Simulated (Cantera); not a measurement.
Input: 1 mol SiC, 2.4 mol N2O, 520 mol N2, equilibrated at 0.0133 bar.

These are equilibrium values from Cantera (NASA tables, ideal gas, pure condensed phases), not measurements of a reactor. Candidate condensed phases: C, Si, SiC, SiO2, Si2N2O, Si3N4; 34 gas species. Mutual solubility and eutectic melting of coexisting phases are not modelled. The tables hold silica as quartz up to 1696 K and as liquid above; real silica turns to tridymite and cristobalite and melts near 1996 K. Kinetics and transport are ignored. All values below are at 1498 K.

Base state: N2 0.997, CO 0.00191, SiO 0.000668 (mole fractions); condensed: SiO2(β-quartz) + Si2N2O(s).

What changes in the equilibrium state with this change: N2O from 2.4 to 0.029 mol?


```json
[
 {"species": "N2", "before": "0.997", "after": "1.000"},
 {"species": "CO", "before": "0.00191", "after": "5.47e-5"},
 {"species": "SiO", "before": "0.000668", "after": "1.05e-6"},
 {"species": "SiO2(β-quartz), mol", "before": "0.483", "after": "0"},
 {"species": "Si2N2O(s), mol", "before": "0.0835", "after": "0"},
 {"species": "SiC(s), mol", "before": "0", "after": "0.972"},
 {"species": "Si3N4(s), mol", "before": "0", "after": "0.00930"}
]
```

What changes in the equilibrium state with this change: N2O from 2.4 to 0.51 mol?


| species | before | after |
|---|---|---|
| N2 | 0.997 | 0.999 |
| CO | 0.00191 | 0.000650 |
| SiO | 0.000668 | 1.03e-5 |
| SiO2(β-quartz), mol | 0.483 | 0 |
| Si2N2O(s), mol | 0.0835 | 0.166 |
| SiC(s), mol | 0 | 0.662 |
